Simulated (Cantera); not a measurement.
An adiabatic, constant-pressure homogeneous reactor starts with C3H8 : O2 : N2 = 1 : 9.26 : 34.8 (molar parts), at 1648 K and 500000 Pa.

Computed with Cantera and GRI-Mech 3.0 (53 species, 325 reactions). GRI-Mech 3.0 was tuned for natural gas; its chemistry of propane as a main component is partial and can be far from experiment.

Question: Predict: time of steepest temperature rise; temperature at 0.700 s; equilibrium temperature; x(O2) at 0.700 s; x(H2O2) at 0.700 s; x(NO2) at 0.700 s.

Answer: 
```json
{
  "time_of_steepest_temperature_rise": "8.46 µs",
  "temperature at 0.700 s": "2623 K",
  "equilibrium_temperature": "2623 K",
  "x(O2) at 0.700 s": "0.0829 (gas-phase equilibrium 0.0829)",
  "x(H2O2) at 0.700 s": "4.64e-7 (gas-phase equilibrium 4.64e-7)",
  "x(NO2) at 0.700 s": "1.90e-5 (gas-phase equilibrium 1.90e-5)"
}
```
